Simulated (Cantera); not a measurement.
Input (Python, Cantera) and output of one run.

```python
import numpy as np
import cantera as ct

gas_names = """
    CL CL2 H HCL H2 Si SiCL SiCL2 SiCL3 SiCL4 SiH SiHCL3 SiH2 SiH2CL2 SiH3 SiH3CL SiH4 Si2 Si3
""".split()
cond_names = """
    Si(cr) Si(L)
""".split()


# ... load() reads the species with a 1 bar reference pressure and builds the phases ...
atoms = {
    'SiCl4': {'Si': 1, 'CL': 4},
    'HCl': {'H': 1, 'CL': 1},
    'H2': {'H': 2},
    'Cl2': {'CL': 2},
}
top_T = {}  # K; cautious upper limits of use, not melting points


# ... equilibrate(T, P, feed) seeds the gas with the atoms and calls Mixture.equilibrate('TP', solver="vcs", rtol=1e-11, max_steps=5000) ...
results = []
T = 1500  # K
P = 1200000  # Pa
for m in [0.25, 0.36, 0.52, 0.75, 1.1, 1.6, 2.3, 3.3, 4.9, 7, 10]:
    feed = {'SiCl4': 1, 'HCl': 1.5, 'H2': m, 'Cl2': 1.7}  # mol
    mix = equilibrate(T, P, feed)
    results.append((T, P, feed, dict(zip(mix.species_names, mix.species_moles))))
    x = sorted(zip(gas.X, gas.species_names), reverse=True)
    print(f"T = {T:g} K  P = {P:g} Pa  n(H2) = {m:g} mol  gas = {mix.phase_moles(0):.4g} mol")
    print("   x: " + "  ".join(f"{s} {v:.3e}" for v, s in x if v > 0.001))
    print("   condensed (mol): " + ("  ".join(f"{mix.phase(i).name} {mix.phase_moles(i):.4g}"
          for i in range(1, mix.n_phases) if mix.phase_moles(i) > 1e-12) or "none"))
```

It prints:

```
T = 1500 K  P = 1.2e+06 Pa  n(H2) = 0.25 mol  gas = 4.471 mol
   x: HCL 4.473e-01  CL2 3.195e-01  SiCL4 2.236e-01  CL 9.533e-03
   condensed (mol): none
T = 1500 K  P = 1.2e+06 Pa  n(H2) = 0.36 mol  gas = 4.581 mol
   x: HCL 4.846e-01  CL2 2.880e-01  SiCL4 2.183e-01  CL 9.051e-03
   condensed (mol): none
T = 1500 K  P = 1.2e+06 Pa  n(H2) = 0.52 mol  gas = 4.74 mol
   x: HCL 5.359e-01  CL2 2.448e-01  SiCL4 2.110e-01  CL 8.344e-03
   condensed (mol): none
T = 1500 K  P = 1.2e+06 Pa  n(H2) = 0.75 mol  gas = 4.968 mol
   x: HCL 6.038e-01  SiCL4 2.013e-01  CL2 1.876e-01  CL 7.304e-03
   condensed (mol): none
T = 1500 K  P = 1.2e+06 Pa  n(H2) = 1.1 mol  gas = 5.315 mol
   x: HCL 6.962e-01  SiCL4 1.881e-01  CL2 1.101e-01  CL 5.596e-03
   condensed (mol): none
T = 1500 K  P = 1.2e+06 Pa  n(H2) = 1.6 mol  gas = 5.806 mol
   x: HCL 8.095e-01  SiCL4 1.722e-01  CL2 1.616e-02  CL 2.144e-03
   condensed (mol): none
T = 1500 K  P = 1.2e+06 Pa  n(H2) = 2.3 mol  gas = 6.508 mol
   x: HCL 7.571e-01  SiCL4 1.496e-01  H2 8.920e-02  SiCL3 2.153e-03  SiHCL3 1.825e-03
   condensed (mol): none
T = 1500 K  P = 1.2e+06 Pa  n(H2) = 3.3 mol  gas = 7.514 mol
   x: HCL 6.599e-01  H2 2.070e-01  SiCL4 1.256e-01  SiHCL3 4.079e-03  SiCL3 3.160e-03
   condensed (mol): none
T = 1500 K  P = 1.2e+06 Pa  n(H2) = 4.9 mol  gas = 9.122 mol
   x: HCL 5.485e-01  H2 3.419e-01  SiCL4 9.886e-02  SiHCL3 6.382e-03  SiCL3 3.846e-03
   condensed (mol): none
T = 1500 K  P = 1.2e+06 Pa  n(H2) = 7 mol  gas = 11.23 mol
   x: H2 4.607e-01  HCL 4.502e-01  SiCL4 7.594e-02  SiHCL3 8.049e-03  SiCL3 4.178e-03
   condensed (mol): none
T = 1500 K  P = 1.2e+06 Pa  n(H2) = 10 mol  gas = 14.25 mol
   x: H2 5.699e-01  HCL 3.599e-01  SiCL4 5.556e-02  SiHCL3 9.112e-03  SiCL3 4.253e-03  SiCL2 1.034e-03
   condensed (mol): none
```

Method: chemical equilibrium by Gibbs-energy minimisation in Cantera with the NASA 1993 tables (ideal gas, pure condensed phases). The tables' values for SiCl3 are old estimates; treat these amounts as uncertain.
